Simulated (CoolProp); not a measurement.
Properties of ethanol at several states (Tc = 241.6 °C, pc = 62.68 bar, ω = 0.644).

The numbers come from the reference Helmholtz-energy equation of state, Schroeder 2014 in CoolProp.

| T (°C) | p (bar) | phase | density (kg/m³) | speed of sound (m/s) | Prandtl number |
|---|---|---|---|---|---|
| 154.45 | 206 | liquid | 683.8 | 889.8 | 4.85 |
| 300.25 | 21.6 | gas | 22.29 | 319.5 | 0.842 |
| 49.65 | 0.271 | gas | 0.4713 | 255.3 | 0.836 |
| 26.05 | 93.8 | liquid | 792.3 | 1198 | 16.2 |

Viscosity comes from a separate model (Kiselev 2005). Thermal conductivity comes from a separate model (Assael 2013).
